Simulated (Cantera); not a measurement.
## Oxide etching and cleaning by halides: Fe2O3 + HCl + O2

Feed: 1 mol Fe2O3, 67 mol HCl, 17 mol O2, equilibrated at 0.000300 bar.

These are equilibrium values from Cantera (NASA tables, ideal gas, pure condensed phases), not measurements of a reactor. Candidate condensed phases: Fe, FeCl2, FeCl3, FeO, Fe(OH)2, Fe(OH)3, Fe2O3, Fe3O4, H2O; 22 gas species. Condensed phases not in the tables: FeOCl. The numbers say what is thermodynamically allowed, not how fast it happens.

| T (°C) | log p HCl | log p O2 | log p Cl | log p H2O | log p Cl2 | log p FeCl2 | log p FeCl3 | n Fe2O3(s) |
|---|---|---|---|---|---|---|---|---|
| 500 | -3.71 | -4.30 | -7.59 | -4.57 | -4.57 | -10.22 | -8.35 | 0.999 |
| 600 | -3.68 | -4.27 | -6.73 | -4.75 | -4.76 | -8.41 | -7.50 | 0.995 |
| 700 | -3.66 | -4.25 | -6.06 | -4.90 | -4.93 | -7.01 | -6.86 | 0.968 |
| 800 | -3.66 | -4.24 | -5.54 | -4.98 | -5.13 | -5.94 | -6.46 | 0.794 |
| 900 | -3.67 | -4.23 | -5.19 | -4.90 | -5.49 | -5.26 | -6.40 | 0.163 |
| 1000 | -3.69 | -4.24 | -4.91 | -4.83 | -5.80 | -5.16 | -6.85 | 0 |
| 1100 | -3.70 | -4.25 | -4.69 | -4.74 | -6.10 | -5.16 | -7.33 | 0 |
| 1200 | -3.73 | -4.28 | -4.52 | -4.65 | -6.41 | -5.16 | -7.77 | 0 |
log p: log10 of the partial pressure in bar; n: condensed amount in mol.

From 500 °C to 900 °C the condensed part is Fe2O3(s). From 1000 °C to 1200 °C nothing is condensed. The main Fe-bearing gas is FeCl3 at 500 °C and FeCl2 at 1200 °C.
